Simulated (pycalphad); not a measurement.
Computed with pycalphad from the COST 507 light-alloy database (1999), at 1 atm. The data set is of 1999 and partly superseded. Amounts are mole fractions of atoms. Diffusion is slow at the low end, where real alloys seldom reach equilibrium.

Task: Give the equilibrium state of Ti-9.73Si (wt.%) at 1400 K.

Result: 
```
T = 1400.00 K, P = 101325 Pa, N = 1 mol of atoms
G = -100693 J/mol, H = 4080 J/mol, S = 74.84 J/(mol K)  (SER reference)
chemical potentials (J/mol): Ti -74457, Si -243505
phase             fraction      x(Ti)      x(Si)
SITI3               0.5643     0.7500     0.2500
BCC_A2              0.4357     0.9676     0.0324
```

Task: Give the equilibrium state of Ti-9.73Si (wt.%) at 700 K.

Result: 
```
T = 700.00 K, P = 101325 Pa, N = 1 mol of atoms
G = -56018 J/mol, H = -20124 J/mol, S = 51.28 J/(mol K)  (SER reference)
chemical potentials (J/mol): Ti -26776, Si -215188
phase             fraction      x(Ti)      x(Si)
SITI3               0.6156     0.7500     0.2500
HCP_A3              0.3844     0.9966     0.0034
```

Database names, with the compositions (at.%) that they take in these runs: SITI3: Ti 75 Si 25. BCC_A2 is bcc; HCP_A3 is hcp.
